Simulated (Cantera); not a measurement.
Mixture: 8.61 % CO, 0.258 % H₂, 5.68 % CH₄, 17.4 % O₂, 65.2 % N₂, 2.84 % H₂O, equivalence ratio 0.91, at 2.17 atm, adiabatic and at constant pressure. Ignition delay is the time to a rise of 400 K.

Detailed kinetics in Cantera: GRI-Mech 3.0 (53 species, 325 reactions).

Problem. At T0 = 1325 K, what is the delay, and which 6 reactions control it most (d ln τ / d ln k, from doubling and halving each rate constant)?

Solution. The delay is 3.30 ms.
```json
[
 {"reaction": "2 CH3 (+M) <=> C2H6 (+M)", "d ln τ / d ln k": "0.78", "faster rate": "lengthens it"},
 {"reaction": "H + O2 <=> O + OH", "d ln τ / d ln k": "-0.70", "faster rate": "shortens it"},
 {"reaction": "CH4 + OH <=> CH3 + H2O", "d ln τ / d ln k": "0.47", "faster rate": "lengthens it"},
 {"reaction": "CH3 + O2 <=> CH3O + O", "d ln τ / d ln k": "-0.46", "faster rate": "shortens it"},
 {"reaction": "CH3 + HO2 <=> CH3O + OH", "d ln τ / d ln k": "-0.38", "faster rate": "shortens it"},
 {"reaction": "CH3 + O2 <=> CH2O + OH", "d ln τ / d ln k": "-0.36", "faster rate": "shortens it"}
]
```
